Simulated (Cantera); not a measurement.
Input: 1 mol B2H6, 0.23 mol O2, at 0.00150 bar.

Cantera equilibrium calculation (NASA polynomials, part measured and part estimated; ideal gas, pure solids and liquids). Candidate condensed phases: B, B2O3, B3O3H3, H2O; 23 gas species. The feed counts by its element totals alone. Mutual solubility and eutectic melting of coexisting phases are not modelled. The numbers say what is thermodynamically allowed, not how fast it happens.

**Question.** Which condensed phases are stable at each of these points (T (K)): 850, 950, 1050, 1150, 1250, 1350, 1450, 1550, 1650, 1750, 1850, 1950, 2050?

**Answer.** 
```
T (K)  condensed phases  B condensed (%)
-----  ----------------  ---------------
850      B(s) + B2O3(l)             99.9
950      B(s) + B2O3(l)             99.9
1050     B(s) + B2O3(l)             99.9
1150     B(s) + B2O3(l)             99.8
1250     B(s) + B2O3(l)             99.3
1350     B(s) + B2O3(l)             96.6
1450     B(s) + B2O3(l)             82.5
1550               B(s)             77.7
1650               B(s)             77.3
1750               B(s)             77.1
1850               B(s)             77.0
1950               B(s)             76.9
2050               B(s)             76.7
```

From 850 K to 1450 K the condensed part is B(s) + B2O3(l). From 1550 K to 2050 K the condensed part is B(s).
